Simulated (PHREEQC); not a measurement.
A made-up water analysis in mg/kgw, 25 °C, pH 1.88, pe 10.3: Na 2450; K 0.667; Ca 100; Mg 8.04; Cl 781; S(6) as SO4 7160; Fe(3) 1730; Zn 4.62.

Valence states are taken as typed.

The numbers come from PHREEQC with the ion-association model, phreeqc.dat.

The ionic strength is 0.156 mol/kgw, the total alkalinity is -92.8 meq/kg and the charge-balance error is 26.5 %.

| species | molality | activity | log γ |
|---|---|---|---|
| Na+ | 0.103 | 0.0781 | -0.119 |
| SO4-2 | 0.0239 | 0.00766 | -0.495 |
| FeSO4+ | 0.0231 | 0.0175 | -0.122 |
| Cl- | 0.0217 | 0.0159 | -0.134 |
| H+ | 0.0163 | 0.0132 | -0.093 |
| HSO4- | 0.0129 | 0.00982 | -0.120 |
| NaSO4- | 0.00394 | 0.00300 | -0.118 |
| Fe(SO4)2- | 0.00386 | 0.00293 | -0.120 |
| FeHSO4+2 | 0.00187 | 0.000617 | -0.482 |
| Ca+2 | 0.00166 | 0.000571 | -0.463 |
| Fe+3 | 0.00143 | 0.000208 | -0.836 |
| CaSO4 | 0.000750 | 0.000777 | 0.016 |
| FeOH+2 | 0.000313 | 0.000102 | -0.488 |
| FeCl+2 | 0.000308 | 0.000100 | -0.488 |

This is a speciation only: nothing precipitates in the calculation. Examples of supersaturated solids here: Jarosite-K, Hematite (slow to form). Others may be too. Complexes and solids missing from the database can't appear.
